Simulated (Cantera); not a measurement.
A closed system holds: 1 mol Ti(OiPr)4, 0.65 mol CH4, 1.7 mol H2, at 0.0940 bar.

Cantera equilibrium calculation (NASA polynomials, part measured and part estimated; ideal gas, pure solids and liquids). Candidate condensed phases: C, C6H6, C7H8, C8H18, H2O, Ti, TiC, TiO, TiO2, Ti2O3, Ti3O5, Ti4O7; 113 gas species. The feed counts by its element totals alone. TiC: taken at fixed stoichiometry. Rates play no part. All values below are at 1375 K.

Base state: H2 0.809, CO 0.190, CH4 0.000306, H2O 6.67e-5, H 1.01e-5 (mole fractions); condensed: C(graphite) + TiC(s).

### Question
What changes in the equilibrium state with this change: Ti(OiPr)4 replaced by TiCl4?

### Answer
| species | before | after |
|---|---|---|
| H2 | 0.809 | 0.443 |
| HCl | 0 | 0.433 |
| TiCl4 | 0 | 0.0752 |
| CO | 0.190 | 0 |
| TiCl3 | 0 | 0.0486 |
| H2O | 6.67e-5 | 0 |
| TiCl2 | 0 | 3.47e-5 |
| CH4 | 0.000306 | 9.19e-5 |
| H | 1.01e-5 | 7.44e-6 |
| C(graphite), mol | 7.65 | 0.213 |
| TiC(s), mol | 1.00 | 0.437 |
The tables' values for TiCl2 are old estimates; treat these amounts as uncertain. Further candidate phases: TiCl2, TiCl3, TiCl4.
